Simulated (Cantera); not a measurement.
A freely propagating, adiabatic, planar premixed flame of 57.4 % H₂, 8.17 % O₂, 34.4 % N₂, unburnt at 625 K and 1.00 bar; mixture-averaged transport, grid criteria slope 0.08 and curve 0.16, no radiation.

Cantera simulation using the H2/O2 subset of GRI-Mech 3.0, which has no nitrogen chemistry; the numbers are that mechanism's predictions, not measurements. Burning velocities carry a grid error of a few per cent, more on coarse grids.

Problem. Predict: laminar burning velocity; thermal thickness; peak x(H₂O₂); peak x(H); peak x(OH).

Solution. 
```json
{
  "laminar_burning_velocity": "713 cm/s",
  "thermal_thickness": "0.535 mm",
  "peak x(H₂O₂)": "4.64e-6",
  "peak x(H)": "0.0606",
  "peak x(OH)": "0.000889"
}
```
